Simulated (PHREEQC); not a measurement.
Solution (20 °C): 0.014 mol/kgw HF, 0.089 mol/kgw (CH3)4NF and 0.00011 mol/kgw H4SiO4. Closed to the air; pH follows from the charge balance.

All values are PHREEQC results (ion-association model, phreeqc.dat), not measurements.

```json
[
 {"quantity": "pH", "before": "3.94", "after": "3.94"},
 {"quantity": "HF (mol/kgw)", "before": "0.0102", "after": "0.00243"},
 {"quantity": "HF2- (mol/kgw)", "before": "0.00321", "after": "0.000158"},
 {"quantity": "SI of Quartz (SiO2)", "before": "-7.86", "after": "-4.59"}
]
```

**Question.** Which change was made?
A) HF from 0.014 to 0.028 mol/kgw
B) HF left out
C) HF replaced by NaF at the same molality
D) (CH3)4NF from 0.089 to 0.0801 mol/kgw
E) diluted 5-fold with water

**Answer.** E, diluted 5-fold with water

Precipitation was switched off in this run. (CH3)4N+ isn't in the database: it is added as a free cation with an ion size of 4 Å. SiF6-2 is the database's only silicon fluoride.
